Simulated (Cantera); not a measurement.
Charge: 1 mol CCl4, 0.38 mol F2, 1.7 mol H2, equilibrated at 2.80 Pa.

These are equilibrium values from Cantera (NASA tables, ideal gas, pure condensed phases), not measurements of a reactor. Candidate condensed phases: C, C6H6, C7H8, C8H18; 135 gas species. Ions and electrons are included (thermal ionisation). Kinetics and transport are ignored.

### Question
What share of the C ends up in condensed phases as a function of T (°C), at 1727, 2227, 2727, 3227, 3727, 4227, 4727?

### Answer
| T (°C) | C condensed (%) | as |
|---|---|---|
| 1727 | 100.0 | C(graphite) |
| 2227 | 51.7 | C(graphite) |
| 2727 | 0.0 | - |
| 3227 | 0.0 | - |
| 3727 | 0.0 | - |
| 4227 | 0.0 | - |
| 4727 | 0.0 | - |
